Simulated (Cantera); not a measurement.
Feed: 1 mol SiHCl3, 0.6 mol HCl, 22 mol H2, equilibrated at 0.900 Torr.

These are equilibrium values from Cantera (NASA tables, ideal gas, pure condensed phases), not measurements of a reactor. Candidate condensed phases: Si; 19 gas species. The tables' values for SiCl3 are old estimates; treat these amounts as uncertain. Rates play no part.

Task: At 675 °C, list the 5 most abundant gas species with their mole fractions, and the condensed phases.

Result: H2 0.939, HCl 0.0283, SiCl4 0.0263, SiHCl3 0.00392, SiCl2 0.00130. Condensed: Si(s).
